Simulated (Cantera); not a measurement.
Cantera run:

```python
import numpy as np
import cantera as ct

gas_names = """
    H HNO HNO2 HNO3 HO2 H2 H2O H2O2 N NH NH2 NH3 NH2OH NO NO2 NO3 N2 N2H2 N2H4 N2O O OH O2 O3 V VN VO
    VO2
""".split()
cond_names = """
    H2O(s) H2O(L) V(cr) V(L) VN(s) VO(s) VO(L) V2O3(s) V2O3(L) V2O4(I) V2O4(II) V2O4(L) V2O5(s) V2O5(L)
""".split()


def load(file, names, dense=False):
    # The tables refer to 1 bar. Condensed volumes are neglected.
    table = {s.name: s for s in ct.Species.list_from_file(file)}
    out = []
    for n in names:
        d = dict(table[n].input_data)
        d["thermo"] = dict(d["thermo"], **{"reference-pressure": 1e5})
        if dense:
            d["equation-of-state"] = {"model": "constant-volume", "density": "1e6 g/cm^3"}
        out.append(ct.Species.from_dict(d))
    return out


gas = ct.Solution(thermo="ideal-gas", species=load("nasa_gas.yaml", gas_names))
cond = {s.name: ct.Solution(thermo="fixed-stoichiometry", species=[s], name=s.name)
        for s in load("nasa_condensed.yaml", cond_names, dense=True)}
atoms = {
    'V2O3': {'V': 2, 'O': 3},
    'H2': {'H': 2},
    'N2': {'N': 2},
}
top_T = {'VN(s)': 2300}  # K; cautious upper limits of use, not melting points


def equilibrate(T, P, feed):
    n = {}
    for name, mol in feed.items():
        for a, k in atoms[name].items():
            n[a] = n.get(a, 0.0) + k * mol
    gas.TPX = T, P, n
    mass = sum(n.values()) * gas.mean_molecular_weight
    gas.equilibrate("TP")
    valid = [c for c in cond.values() if c.min_temp <= T <= top_T.get(c.name, c.max_temp)]
    mix = ct.Mixture([(gas, mass / gas.mean_molecular_weight)] + [(c, 0.0) for c in valid])
    mix.T, mix.P = T, P
    mix.equilibrate("TP", solver="vcs", rtol=1e-11, max_steps=5000)
    return mix


results = []
feed = {'V2O3': 1, 'H2': 1700, 'N2': 45}  # mol
P = 290  # Pa
for T in [750, 850, 950, 1050, 1150, 1250, 1350, 1450, 1550]:
    mix = equilibrate(T, P, feed)
    results.append((T, P, feed, dict(zip(mix.species_names, mix.species_moles))))

top = {s: max(r[3][s] / sum(r[3][g] for g in gas_names) for r in results) for s in gas_names}
cols = sorted((s for s in top if top[s] > 0.0001), key=lambda s: -top[s])[:6]
seen = [c for c in cond_names if any(r[3].get(c, 0) > 1e-12 for r in results)]
print("log10 of partial pressures in bar; condensed amounts in mol")
print(f"{'T/K':>10s}" + "".join(f"{s[:9]:>10s}" for s in cols + seen))
for T, P, feed, n in results:
    ng = sum(n[g] for g in gas_names)
    print(f"{T:10.4g}" + "".join(f"{np.log10(max(n[s] / ng * P / 1e5, 1e-99)):10.3f}" for s in cols)
          + "".join(f"{n.get(c, 0):10.4g}" for c in seen))
```

It prints:

```
log10 of partial pressures in bar; condensed amounts in mol
       T/K        H2        N2         H       H2O     VN(s)     VO(s)   V2O3(s)
       750    -2.549    -4.127   -13.774    -6.249    0.2262         0    0.8869
       850    -2.549    -4.128   -11.963    -6.144    0.2881         0     0.856
       950    -2.549    -4.128   -10.529    -6.068     0.343         0    0.8285
      1050    -2.549    -4.128    -9.365    -6.012    0.3901         0    0.8049
      1150    -2.549    -4.128    -8.402    -5.970    0.4297         0    0.7851
      1250    -2.549    -4.126    -7.590    -5.779         0         2         0
      1350    -2.549    -4.126    -6.897    -5.779         0         2         0
      1450    -2.549    -4.126    -6.299    -5.779         0         2         0
      1550    -2.549    -4.126    -5.776    -5.780         0         2         0
```

Equilibrium computed with Cantera from the NASA thermochemical tables; the gas is ideal and each condensed phase is pure. Mutual solubility and eutectic melting of coexisting phases are not modelled. VN, VO: taken at fixed stoichiometry. Condensed phases not in the tables: the oxides between V2O3 and V2O5 other than VO2, solid solutions among these carbides, nitrides and lower oxides, V2N.
